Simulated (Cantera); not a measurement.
Charge: 1 mol CF4, 0.049 mol F2, 9.7 mol H2, at 2225 K and 0.0900 Torr.

Equilibrium computed with Cantera from the NASA thermochemical tables; the gas is ideal and each condensed phase is pure. Candidate condensed phases: C, C6H6, C7H8, C8H18; 95 gas species. The numbers say what is thermodynamically allowed, not how fast it happens.

### Question
What is the equilibrium state?

### Answer
```json
{
  "x(H2)": "0.358",
  "x(H)": "0.354",
  "x(HF)": "0.287",
  "x(C2H2 (acetylene))": "0.00105",
  "x(F)": "0.000265",
  "x(C2H)": "3.85e-5",
  "x(C3)": "3.32e-5",
  "x(C)": "1.98e-5",
  "x(CF)": "3.32e-6",
  "n(C(graphite))": "0.967 mol",
  "gas_amount": "14.28 mol"
}
```
